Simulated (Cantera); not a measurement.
Input (Python, Cantera):

```python
import numpy as np
import cantera as ct

gas = ct.Solution("gri30.yaml")
gas.TPX = 1725, 101325, {'CH4': 1, 'O2': 5.88, 'N2': 22.1}
reactor = ct.IdealGasConstPressureReactor(gas, energy="on", clone=False)
net = ct.ReactorNet([reactor])
net.rtol, net.atol = 1e-08, 1e-16
show = ['CH4', 'O2', 'CH2', 'C2H2', 'C2H']
times = np.geomspace(1e-06, 4, 15)

steps = ct.SolutionArray(gas, extra=["t"])
rows = []
print(f"{'t/s':>10s}{'T/K':>9s}{'P/Pa':>11s}" + "".join(f"{s:>11s}" for s in show))
for t in times:
    while net.time < t:
        t_next = net.step()
        steps.append(gas.state, t=t_next)
    rows.append([np.interp(t, steps.t, y) for y in (steps.T, steps.P, *steps(*show).X.T)])
    print(f"{t:10.3e}{rows[-1][0]:9.1f}{rows[-1][1]:11.4g}" + "".join(f"{x:11.3e}" for x in rows[-1][2:]))
rate = np.gradient(steps.T, steps.t)
print("integrator steps:", len(steps.t))
if steps.T.max() > steps.T[0] + 200:
    print(f"time of steepest temperature rise: {steps.t[rate.argmax()]:.4e} s")
gas.TPX = 1725, 101325, {'CH4': 1, 'O2': 5.88, 'N2': 22.1}
gas.equilibrate("HP")
print(f"equilibrium (HP): T = {gas.T:.1f} K  " + "  ".join(f"{s} {gas[s].X[0]:.3e}" for s in show))
```

Result:

```
       t/s      T/K       P/Pa        CH4         O2        CH2       C2H2        C2H
 1.000e-06   1725.0  1.013e+05  3.451e-02  2.029e-01  1.112e-12  2.394e-17  2.427e-24
 2.962e-06   1725.0  1.013e+05  3.450e-02  2.029e-01  1.152e-11  6.254e-15  1.715e-21
 8.773e-06   1724.9  1.013e+05  3.449e-02  2.029e-01  7.074e-11  1.245e-12  5.603e-19
 2.599e-05   1724.9  1.013e+05  3.443e-02  2.029e-01  6.722e-10  1.820e-10  1.940e-16
 7.697e-05   1725.4  1.013e+05  3.388e-02  2.025e-01  2.509e-08  4.657e-08  3.182e-13
 2.280e-04   2182.7  1.013e+05  5.649e-19  1.275e-01  7.403e-17  3.954e-22  1.114e-23
 6.752e-04   2359.2  1.013e+05  3.341e-20  1.306e-01  4.443e-19  2.483e-24  8.799e-26
 2.000e-03   2383.4  1.013e+05  2.266e-20  1.310e-01  1.943e-19  3.955e-24  7.306e-26
 5.924e-03   2381.4  1.013e+05  2.092e-20  1.304e-01  1.863e-19  8.659e-25  3.053e-26
 1.755e-02   2376.1  1.013e+05  1.958e-20  1.290e-01  1.688e-19  7.687e-25  2.643e-26
 5.197e-02   2366.8  1.013e+05  1.741e-20  1.265e-01  1.413e-19  6.206e-25  2.045e-26
 1.539e-01   2361.0  1.013e+05  1.616e-20  1.250e-01  1.261e-19  5.415e-25  1.740e-26
 4.559e-01   2360.6  1.013e+05  1.608e-20  1.249e-01  1.251e-19  5.366e-25  1.721e-26
 1.350e+00   2360.6  1.013e+05  1.608e-20  1.249e-01  1.251e-19  5.366e-25  1.721e-26
 4.000e+00   2360.6  1.013e+05  1.608e-20  1.249e-01  1.251e-19  5.366e-25  1.721e-26
integrator steps: 1640
time of steepest temperature rise: 1.6708e-04 s
equilibrium (HP): T = 2360.6 K  CH4 2.479e-20  O2 1.249e-01  CH2 2.286e-19  C2H2 6.321e-25  C2H 1.883e-26
```

Detailed kinetics in Cantera: GRI-Mech 3.0 (53 species, 325 reactions).
